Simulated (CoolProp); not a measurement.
Vapour-liquid equilibrium of n-heptane (1) + n-dodecane (2) at 3.49 bar; x and y are mole fractions of (1).

Computed with CoolProp (multi-fluid Helmholtz-energy mixture model, Span 2003 and Lemmon 2004; pair parameters Bell 2016).

### Question
Give the bubble temperature and the first vapour's composition at x = 0.35, 0.725, 0.875. Is there an azeotrope?

### Answer
x = 0.35: 474.6 K, y = 0.845; x = 0.725: 436.0 K, y = 0.976; x = 0.875: 426.6 K, y = 0.991. No azeotrope shows between x = 0.05 and 0.95.

Pair parameters are fitted to limited data, so mixtures are less certain than the pure fluids.
